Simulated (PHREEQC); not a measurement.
Make-up at 20 °C: 1.9 mmol/kgw CuCl2, 140 mmol/kgw HCl and 0.26 mmol/kgw FeCl3. Closed to the air; pH follows from the charge balance.

All values are PHREEQC results (ion-association model, phreeqc.dat), not measurements.

No solid was allowed to form.

Estimate the pH.

pH 0.94.

In which forms is Fe present?

FeCl+2 48 %, Fe+3 39 %, FeCl2+ 12 %, FeOH+2 0.7 % of the Fe.
